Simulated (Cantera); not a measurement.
An isothermal, constant-pressure homogeneous reactor starts with H2 : O2 : N2 = 0.79 : 1 : 9.1 (molar parts), at 848 K and 0.810 bar. Integrator tolerance rtol = 1e-08.

Detailed kinetics in Cantera: GRI-Mech 3.0 (53 species, 325 reactions). Below about 950 K walls govern HO2 and H2O2 in real vessels. The temperature is held fixed by assumption; the heat of reaction is taken as removed at once.

Question: What does this change do: O2 1 to 0.32 parts?

Answer: 
| quantity | before | after |
|---|---|---|
| x(H2) at 20.0 s | 0.0359 (gas-phase equilibrium <1e-12) | 0.0600 (gas-phase equilibrium 0.0152) |
| x(O2) at 20.0 s | 0.0744 (gas-phase equilibrium 0.0576) | 0.0225 (gas-phase equilibrium <1e-12) |
| x(H2O) at 20.0 s | 0.0377 (gas-phase equilibrium 0.0753) | 0.0179 (gas-phase equilibrium 0.0647) |
| x(NO) at 20.0 s | <1e-12 (gas-phase equilibrium 2.41e-6) | <1e-12 (gas-phase equilibrium <1e-12) |
| x(OH) at 20.0 s | 5.81e-9 (gas-phase equilibrium 2.30e-9) | 1.67e-9 (gas-phase equilibrium <1e-12) |
| x(NO2) at 20.0 s | <1e-12 (gas-phase equilibrium 2.13e-7) | <1e-12 (gas-phase equilibrium <1e-12) |

Question: What does this change do: pressure from 0.810 bar to 0.220 bar?

Answer: 
```tsv
quantity	before	after
x(H2) at 20.0 s	0.0359 (gas-phase equilibrium <1e-12)	0.00246 (gas-phase equilibrium <1e-12)
x(O2) at 20.0 s	0.0744 (gas-phase equilibrium 0.0576)	0.0588 (gas-phase equilibrium 0.0576)
x(H2O) at 20.0 s	0.0377 (gas-phase equilibrium 0.0753)	0.0727 (gas-phase equilibrium 0.0753)
x(NO) at 20.0 s	<1e-12 (gas-phase equilibrium 2.41e-6)	3.74e-9 (gas-phase equilibrium 2.41e-6)
x(OH) at 20.0 s	5.81e-9 (gas-phase equilibrium 2.30e-9)	3.60e-8 (gas-phase equilibrium 3.19e-9)
x(NO2) at 20.0 s	<1e-12 (gas-phase equilibrium 2.13e-7)	1.86e-8 (gas-phase equilibrium 1.11e-7)
```

Question: What does this change do: pressure from 0.810 bar to 0.100 bar?

Answer: 
```tsv
quantity	before	after
x(H2) at 20.0 s	0.0359 (gas-phase equilibrium <1e-12)	4.35e-5 (gas-phase equilibrium <1e-12)
x(O2) at 20.0 s	0.0744 (gas-phase equilibrium 0.0576)	0.0577 (gas-phase equilibrium 0.0576)
x(H2O) at 20.0 s	0.0377 (gas-phase equilibrium 0.0753)	0.0752 (gas-phase equilibrium 0.0753)
x(NO) at 20.0 s	<1e-12 (gas-phase equilibrium 2.41e-6)	1.27e-8 (gas-phase equilibrium 2.41e-6)
x(OH) at 20.0 s	5.81e-9 (gas-phase equilibrium 2.30e-9)	7.05e-8 (gas-phase equilibrium 3.89e-9)
x(NO2) at 20.0 s	<1e-12 (gas-phase equilibrium 2.13e-7)	7.22e-8 (gas-phase equilibrium 7.48e-8)
```
Radical loss at walls, strong at low pressure, is not modelled.
